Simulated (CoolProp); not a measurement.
Properties of ethane at several states (Tc = 305.3 K, pc = 4.872 MPa, ω = 0.099).

Values from CoolProp's reference Helmholtz-energy equation of state, Bücker 2006.

```csv
T (K),p (MPa),phase,cv (kJ/(kg K)),Joule-Thomson coefficient (K/MPa),conductivity (mW/(m K)),Prandtl number,fugacity coefficient
197.5,1.14,liquid,1.443,-0.3890,(withheld),(withheld),0.1668
322.9,0.526,gas,1.583,(withheld),24.6,(withheld),0.9695
268.5,8.88,liquid,(withheld),0.03609,106,2.03,0.2321
478.3,0.0234,gas,2.228,3.150,(withheld),0.717,0.9997
326,2.09,gas,1.643,9.442,26.7,(withheld),0.8844
126.2,7.88,liquid,1.477,-0.5564,229,(withheld),0.0001478
```

Q: Complete the blanks.

A: 
- 197.5, conductivity (mW/(m K)): 156
- 197.5, Prandtl number: 2.30
- 322.9, Joule-Thomson coefficient (K/MPa): 9.045
- 322.9, Prandtl number: 0.786
- 268.5, cv (kJ/(kg K)): 1.581
- 478.3, conductivity (mW/(m K)): 49.7
- 326, Prandtl number: 0.861
- 126.2, Prandtl number: 4.42

Viscosity comes from a separate model (Friend 1991). Thermal conductivity comes from a separate model (Friend 1991).
